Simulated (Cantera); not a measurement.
Feed: 1 mol SiCl₄, 19 mol NH₃, 10 mol N₂, held at 1.10 mbar.

Method: chemical equilibrium by Gibbs-energy minimisation in Cantera with the NASA 1993 tables (ideal gas, pure condensed phases). Candidate condensed phases: NH₄Cl, Si, Si₃N₄; 28 gas species. The tables' values for SiCl, SiCl₃ are old estimates; treat these amounts as uncertain. Equilibrium is a limit: real reactors are often held back by kinetics, nucleation or transport.

log p: log10 of the partial pressure in bar; n: condensed amount in mol.

```csv
T (K),log p H₂,log p N₂,log p HCl,log p SiCl₂,n Si₃N₄(s)
998,-3.23,-3.38,-4.05,-9.61,0.333
1073,-3.23,-3.38,-4.05,-8.64,0.333
1148,-3.23,-3.38,-4.05,-7.80,0.333
1223,-3.23,-3.38,-4.05,-7.06,0.332
1298,-3.23,-3.38,-4.05,-6.42,0.327
1373,-3.23,-3.38,-4.06,-5.87,0.312
1448,-3.23,-3.38,-4.09,-5.41,?
1523,-3.22,-3.37,-4.15,-5.06,?
1598,-3.22,-3.37,-4.24,-4.83,?
```

Problem. Fill in the missing entries.

Solution. 
- 1448, n Si₃N₄(s): 0.274
- 1523, n Si₃N₄(s): 0.202
- 1598, n Si₃N₄(s): 0.105
